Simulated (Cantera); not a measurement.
## SiF₄ + N₂ (silicon nitride deposition)

Input: 1 mol SiF₄, 1.8 mol N₂, held at 798 K and 2.00 mbar.

These are equilibrium values from Cantera (NASA tables, ideal gas, pure condensed phases), not measurements of a reactor. Candidate condensed phases: Si, Si₃N₄; 16 gas species. Equilibrium is a limit: real reactors are often held back by kinetics, nucleation or transport.

```
Item                                  Value
--------------------------------  ---------
x(N₂)                                 0.643
x(SiF₄)                               0.357
gas amount                        2.800 mol
log10 activity of Si(s) (absent)     -25.81
```
